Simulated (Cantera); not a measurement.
A Cantera script and what it prints.

```python
import numpy as np
import cantera as ct

gas_names = """
    N N2 Si SiN Si2 Si2N Si3
""".split()
cond_names = """
    Si(cr) Si(L) Si3N4(a)
""".split()


# ... load() reads the species with a 1 bar reference pressure and builds the phases ...
atoms = {
    'Si3N4': {'Si': 3, 'N': 4},
    'N2': {'N': 2},
    'Si': {'Si': 1},
}
top_T = {'Si3N4(a)': 2400}  # K; cautious upper limits of use, not melting points


# ... equilibrate(T, P, feed) seeds the gas with the atoms and calls Mixture.equilibrate('TP', solver="vcs", rtol=1e-11, max_steps=5000) ...
results = []
feed = {'Si3N4': 1, 'N2': 7.8, 'Si': 0.18}  # mol
T = 2925  # K
P = 101325  # Pa
mix = equilibrate(T, P, feed)
results.append((T, P, feed, dict(zip(mix.species_names, mix.species_moles))))
x = sorted(zip(gas.X, gas.species_names), reverse=True)
print(f"T = {T:g} K  P = {P:g} Pa  gas = {mix.phase_moles(0):.4g} mol")
print("   x: " + "  ".join(f"{s} {v:.3e}" for v, s in x if v > 0.001))
print("   condensed (mol): " + ("  ".join(f"{mix.phase(i).name} {mix.phase_moles(i):.4g}"
      for i in range(1, mix.n_phases) if mix.phase_moles(i) > 1e-12) or "none"))
```

Result:

```
T = 2925 K  P = 101325 Pa  gas = 10.62 mol
   x: N2 9.192e-01  Si 7.047e-02  SiN 3.974e-03  Si2 3.185e-03  Si2N 2.731e-03
   condensed (mol): Si(L) 2.248
```

Equilibrium computed with Cantera from the NASA thermochemical tables; the gas is ideal and each condensed phase is pure. The tables' values for SiN are old estimates; treat these amounts as uncertain.
